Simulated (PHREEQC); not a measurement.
1 kg of water holding 11 mmol/kgw KHCO3, 50 mmol/kgw KCl and 100 mmol/kgw K2SO4 is evaporated at 25 °C; the solids stay in contact with the brine. CO2 from the air is kept out. The run lets Arcanite, Kalicinite, Misenite, Sylvite precipitate or redissolve, and no other solid.

The series has 28 steps of water left (kg), from 1 to 0.005012.

The numbers come from PHREEQC with the Pitzer model, pitzer.dat.

Which solids form, in which order, and at which step of the series does each first stand?

Arcanite from water left = 0.1711 kg (pH 7.84); Sylvite from water left = 0.01099 kg (pH 7.67); Kalicinite from water left = 0.006094 kg (pH 7.65).
